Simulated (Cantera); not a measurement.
An adiabatic, constant-pressure homogeneous reactor starts with 4.91 % CH4, 20.0 % O2, 75.1 % N2, equivalence ratio 0.49, at 1425 K and 14.0 bar.

Detailed kinetics in Cantera: GRI-Mech 3.0 (53 species, 325 reactions). The pressure lies above the range GRI-Mech 3.0 was tuned for (to about 10 atm).

One state of this run: T (K) = 2389; x CH4 = <1e-12; x O2 = 0.0949; x O = 0.000676; x NO2 = 3.10e-5; x C2H4 = <1e-12. x: mole fraction; the columns are a selection and need not sum to one.

Problem. Which value of t (s) does it belong to?
A. 1.74e-5
B. 0.390
C. 4.33e-5
D. 0.000108

Solution. B, 0.390
